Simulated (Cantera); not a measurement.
A perfectly stirred reactor is fed with H₂ : O₂ = 0.021 : 1 (molar parts), at 2400 Pa; it is held at 1025 K, and followed from long to short residence time.

Computed with Cantera and the H2/O2 subset of GRI-Mech 3.0, which has no nitrogen chemistry. Radical loss at walls, strong at low pressure, is not modelled.

x: mole fraction; the columns are a selection and need not sum to one.

```json
[
 {"τ (s)": "0.42", "x H₂": "?", "x O₂": "0.978", "x O": "0.00101", "x OH": "0.000273", "x HO₂": "2.62e-6", "x H₂O₂": "9.08e-8"},
 {"τ (s)": "0.20", "x H₂": "?", "x O₂": "0.977", "x O": "0.00152", "x OH": "0.000366", "x HO₂": "3.37e-6", "x H₂O₂": "1.09e-7"},
 {"τ (s)": "0.090", "x H₂": "?", "x O₂": "0.977", "x O": "0.00229", "x OH": "0.000504", "x HO₂": "4.31e-6", "x H₂O₂": "1.35e-7"},
 {"τ (s)": "0.041", "x H₂": "?", "x O₂": "0.975", "x O": "0.00329", "x OH": "0.000687", "x HO₂": "5.33e-6", "x H₂O₂": "1.66e-7"},
 {"τ (s)": "0.019", "x H₂": "?", "x O₂": "0.974", "x O": "0.00444", "x OH": "0.000919", "x HO₂": "6.32e-6", "x H₂O₂": "2.05e-7"},
 {"τ (s)": "0.0088", "x H₂": "?", "x O₂": "0.972", "x O": "0.00555", "x OH": "0.00120", "x HO₂": "7.19e-6", "x H₂O₂": "2.53e-7"},
 {"τ (s)": "0.0040", "x H₂": "?", "x O₂": "0.971", "x O": "0.00621", "x OH": "0.00148", "x HO₂": "7.80e-6", "x H₂O₂": "3.07e-7"}
]
```

What belongs in the gaps?


- 0.42, x H₂: 0.000296
- 0.20, x H₂: 0.000445
- 0.090, x H₂: 0.000693
- 0.041, x H₂: 0.00108
- 0.019, x H₂: 0.00169
- 0.0088, x H₂: 0.00269
- 0.0040, x H₂: 0.00441
